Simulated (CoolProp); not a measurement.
Vapour-liquid equilibrium of dimethyl ether (1) + 1-butene (2) at 0.0169 MPa; x and y are mole fractions of (1).

The numbers come from the multi-fluid Helmholtz-energy mixture model, Wu 2011 and Lemmon 2005; pair parameters Bell 2016 in CoolProp.

### Question
Give the bubble temperature and the first vapour's composition at x = 0.25, 0.65, 0.95. Is there an azeotrope?

### Answer
x = 0.25: -51.9 °C, y = 0.492; x = 0.65: -57.0 °C, y = 0.798; x = 0.95: -59.1 °C, y = 0.967. No azeotrope shows between x = 0.05 and 0.95.

The pair parameters rest on a limited set of measurements; away from them the model extrapolates.
